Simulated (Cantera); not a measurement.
Charge: 1 mol Si₂H₆, 0.76 mol O₂, equilibrated at 1748 K and 0.128 Torr.

Method: chemical equilibrium by Gibbs-energy minimisation in Cantera with the NASA 1993 tables (ideal gas, pure condensed phases). Candidate condensed phases: H₂O, Si, SiO₂; 18 gas species. The feed counts by its element totals alone. Gases not in the tables: Si₂H₆ and higher silanes. Kinetics and transport are ignored.

Base state: H₂ 0.646, SiO 0.331, H 0.0141, Si 0.00856, SiH 0.000119, Si₂ 4.40e-5, SiH₂ 1.33e-5, Si₃ 1.08e-5 (mole fractions); condensed: Si(l).

Q: What changes in the equilibrium state with this change: pressure from 0.128 Torr to 75.0 Torr?

A: 
```tsv
species	before	after
H₂	0.646	0.771
SiO	0.331	0.229
H	0.0141	0.000634
Si₃	1.08e-5	1.83e-8
Si₂	4.40e-5	7.48e-8
Si(l), mol	0.440	0.795
SiO₂(condensed), mol	0	0.315
```
Each liquid is taken as pure. Mutual solubility and eutectic melting of coexisting phases are not modelled. The tables hold silica as quartz up to 1696 K and as liquid above; real silica turns to tridymite and cristobalite and melts near 1996 K.

Q: What changes in the equilibrium state with this change: pressure from 0.128 Torr to 0.668 Torr?

A: 
```json
[
 {"species": "H₂", "before": "0.646", "after": "0.657"},
 {"species": "SiO", "before": "0.331", "after": "0.335"},
 {"species": "H", "before": "0.0141", "after": "0.00621"},
 {"species": "Si", "before": "0.00856", "after": "0.00164"},
 {"species": "Si₃", "before": "1.08e-5", "after": "2.06e-6"},
 {"species": "Si₂", "before": "4.40e-5", "after": "8.40e-6"},
 {"species": "SiH", "before": "0.000119", "after": "5.27e-5"},
 {"species": "Si(l), mol", "before": "0.440", "after": "0.472"}
]
```
